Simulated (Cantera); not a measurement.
Charge: 1 mol AlCl3, 0.22 mol NH3, 21 mol N2, held at 1652 °C and 10.0 mbar.

These are equilibrium values from Cantera (NASA tables, ideal gas, pure condensed phases), not measurements of a reactor. Candidate condensed phases: Al, AlCl3, AlN, NH4Cl; 20 gas species. The tables' values for AlCl2 are old estimates; treat these amounts as uncertain. Rates play no part.

Base state: N2 0.918, HCl 0.0277, AlCl3 0.0193, AlCl 0.0135, AlCl2 0.0107, Cl 0.00991, H2 0.000404, H 0.000192 (mole fractions); condensed: gas only.

### Question
What changes in the equilibrium state with this change: pressure from 10.0 mbar to 6.70 mbar?

### Answer
```json
[
 {"species": "N2", "before": "0.918", "after": "0.915"},
 {"species": "HCl", "before": "0.0277", "after": "0.0277"},
 {"species": "AlCl3", "before": "0.0193", "after": "0.0175"},
 {"species": "Cl", "before": "0.00991", "after": "0.0133"},
 {"species": "AlCl", "before": "0.0135", "after": "0.0151"},
 {"species": "AlCl2", "before": "0.0107", "after": "0.0108"},
 {"species": "H2", "before": "0.000404", "after": "0.000337"},
 {"species": "H", "before": "0.000192", "after": "0.000214"}
]
```

### Question
What changes in the equilibrium state with this change: temperature from 1652 °C to 875 °C?

### Answer
```json
[
 {"species": "N2", "before": "0.918", "after": "0.939"},
 {"species": "AlCl3", "before": "0.0193", "after": "0.0402"},
 {"species": "HCl", "before": "0.0277", "after": "0.0130"},
 {"species": "AlCl", "before": "0.0135", "after": "1.79e-6"},
 {"species": "AlCl2", "before": "0.0107", "after": "4.01e-5"},
 {"species": "Cl", "before": "0.00991", "after": "9.09e-8"},
 {"species": "H", "before": "0.000192", "after": "6.51e-8"},
 {"species": "AlN(s), mol", "before": "0", "after": "0.0969"}
]
```
